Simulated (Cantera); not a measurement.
A perfectly stirred reactor is fed with CH₄ : H₂ : H = 0.017 : 1 : 0.18 (molar parts), at 218 Torr; it is held at 1923 K, and followed from long to short residence time.

Detailed kinetics in Cantera: GRI-Mech 3.0 (53 species, 325 reactions). GRI-Mech 3.0 stops at C3 and has no aromatics, soot or wall deposition, so with more carbon than oxygen in the feed, carbon stays in small species such as C2H2 where larger ones or solid carbon would form.

Q: What does this change do: pressure from 218 Torr to 165 Torr?

A: 
```
quantity                 before    after
----------------------  -------  -------
x(CH₄) at τ = 1.00 s    0.00175  0.00167
x(H₂) at τ = 1.00 s       0.989    0.989
x(H) at τ = 1.00 s      0.00204  0.00245
x(C₂H₄) at τ = 1.00 s   2.00e-5  1.53e-5
x(C₂H₂) at τ = 1.00 s   0.00663  0.00667
x(CH₄) at τ = 72.0 ms   0.00357  0.00319
x(H₂) at τ = 72.0 ms      0.987    0.986
x(H) at τ = 72.0 ms     0.00334  0.00438
x(C₂H₄) at τ = 72.0 ms  1.86e-5  1.48e-5
x(C₂H₂) at τ = 72.0 ms  0.00565  0.00582
```
